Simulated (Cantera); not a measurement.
Silicon epitaxy and polysilicon growth: SiCl₄ + H₂

Input: 1 mol SiCl₄, 25 mol H₂, at 10.0 mbar.

Cantera equilibrium calculation (NASA polynomials, part measured and part estimated; ideal gas, pure solids and liquids). Candidate condensed phases: Si; 19 gas species. The tables' values for SiCl₃, SiCl are old estimates; treat these amounts as uncertain. Gases not in the tables: Si₂H₆ and higher silanes. Kinetics and transport are ignored.

From 1248 K to 1623 K the condensed part is Si(s). At 1698 K the condensed part is Si(l). The main Si-bearing gas is SiCl₂ throughout. The share of Si in condensed phases is highest at 1248 K (26.6 %) and lowest at 1698 K (16.7 %).

```
T (K)   x H₂   x HCl  x SiCl₂   x SiCl₄   x SiCl₃       x H  x SiHCl₃  n Si(s)  n Si(l)
-----  -----  ------  -------  --------  --------  --------  --------  -------  -------
1248   0.890  0.0831   0.0195   0.00345   0.00305   4.40e-6   0.00130    0.266        0
1323   0.884  0.0884   0.0242  0.000975   0.00208   1.49e-5  0.000494    0.252        0
1398   0.882  0.0894   0.0267  0.000263   0.00128   4.44e-5  0.000182    0.233        0
1473   0.882  0.0889   0.0282   7.64e-5  0.000793  0.000119   7.12e-5    0.214        0
1548   0.882  0.0880   0.0292   2.45e-5  0.000506  0.000289   3.00e-5    0.196        0
1623   0.882  0.0870   0.0300   8.66e-6  0.000334  0.000649   1.36e-5    0.179        0
1698   0.881  0.0863   0.0304   3.36e-6  0.000227   0.00136   6.60e-6        0    0.167
```
x: gas mole fraction; n: condensed amount in mol.
